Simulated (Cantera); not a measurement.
A perfectly stirred reactor is fed with 0.238 % CH3OH, 4.48 % O2, 95.3 % N2, equivalence ratio 0.080, at 975 Torr; it is held at 1325 K, and followed from long to short residence time.

Computed with Cantera and GRI-Mech 3.0 (53 species, 325 reactions). GRI-Mech 3.0 was tuned for natural gas; its chemistry of methanol as a main component is partial and can be far from experiment.

One state of this run: x CH3OH = 0.000362; x O2 = 0.0428; x CH2 = 7.70e-11; x CH4 = 3.59e-8; x H2O = 0.00348; x O = 5.36e-6. x: mole fraction; the columns are a selection and need not sum to one.

Question: Which value of τ (s) does it belong to?
A) 0.15
B) 0.0076
C) 0.025
D) 0.0023

Answer: D, 0.0023
